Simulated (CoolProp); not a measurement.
A single-stage vapour-compression cycle with R125: evaporating at 197.15 K (dew point), condensing at 264.15 K (bubble point), superheat 2 K, subcooling 2 K, compressor efficiency 0.75, no pressure losses. Each further row changes one setting.

Computed with CoolProp (reference Helmholtz-energy equation of state, Lemmon 2005).

```csv
case,cooling COP,pressure ratio,discharge temperature (K),refrigerating effect (kJ/kg),volumetric capacity (kJ/m³)
as stated,1.58,24.5,301.4,106,159
evaporating temperature 202.15 K,1.80,17.7,296.8,109,222
condensing temperature 259.15 K,1.77,20.6,295.4,112,168
subcooling 7 K,1.67,24.5,301.4,112,168
superheat 12 K,1.59,24.5,312.9,113,160
compressor efficiency 0.65,1.37,24.5,313.6,106,159
```
